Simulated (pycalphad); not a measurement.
Computed with pycalphad from the COST 507 light-alloy database (1999), at 1 atm. These are 1990s assessments: newer ones move some temperatures and phases. Kinetics are ignored, which matters at the lower temperatures.

Molar enthalpy of Al-8.86Mn-0.45Si (at.%) in equilibrium (SER reference):

| T (K) | H (kJ/mol) | phases |
|---|---|---|
| 1850 | 53.86 | liquid |
| 1775 | 51.37 | liquid |
| 1700 | 48.88 | liquid |
| 1625 | 46.40 | liquid |
| 1550 | 43.91 | liquid |
| 1475 | 41.42 | liquid |
| 1400 | 38.95 | liquid |
| 1325 | 36.48 | liquid |
| 1250 | 34.03 | liquid |
| 1175 | 31.58 | liquid |
| 1150 | 30.77 | liquid |
| 1100 | 25.44 | liquid + AL4MN |
| 1025 | 20.42 | liquid + AL4MN + ALMNSI_BETA |
| 950 | 13.24 | AL6MN + liquid + ALMNSI_BETA |
| 925 | 7.09 | AL6MN + fcc + ALMNSI_ALPHA |
| 900 | 6.20 | AL6MN + fcc + ALMNSI_ALPHA |
| 875 | 5.33 | AL6MN + fcc + ALMNSI_ALPHA |
| 800 | 2.71 | AL12MN + ALMNSI_ALPHA + AL6MN |
| 725 | 0.39 | AL12MN + ALMNSI_ALPHA + AL6MN |
| 650 | -1.85 | AL12MN + ALMNSI_ALPHA + AL6MN |
| 575 | -4.02 | AL12MN + ALMNSI_ALPHA + AL6MN |
| 500 | -6.10 | AL12MN + ALMNSI_ALPHA + AL6MN |

Cooling from 1150 K to 925 K, across the freezing range, releases 23.7 kJ/mol, or 804 J/g. The slope is 33 J/(mol K) in the liquid and 36 J/(mol K) just below the solidus, where it includes any heat of precipitation. Liquidus 1148 K, solidus 927 K. Changes were sought between steps of 25 K, so a narrower field can be missed.

Database names, with the compositions (at.%) that they take in these runs: AL4MN: Al 80 Mn 20; ALMNSI_BETA: Al 72 Mn 23 Si 4; AL6MN: Al 86 Mn 14; ALMNSI_ALPHA: Al 75-78 Mn 17 Si 4-8; AL12MN: Al 92 Mn 8.
